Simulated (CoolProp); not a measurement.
Properties of carbon dioxide at several states.

The numbers come from the reference Helmholtz-energy equation of state, Span 1996 in CoolProp.

```tsv
T (K)	p (kPa)	phase	density (kg/m³)	cp (kJ/(kg K))	Joule-Thomson coefficient (K/MPa)	isothermal compressibility (1/MPa)	conductivity (mW/(m K))	fugacity coefficient
977.3	38.4	gas	0.2080	1.228	0.4763	26.04	69.2	1.000
747.2	1560	gas	11.04	1.154	1.114	0.6405	52.9	1.001
348.8	193	gas	2.946	0.9017	7.391	5.211	20.6	0.9943
229.8	1470	liquid	1131	1.990	-0.09154	0.002349	161	0.5468
```

Thermal conductivity comes from a separate model (Huber 2016).
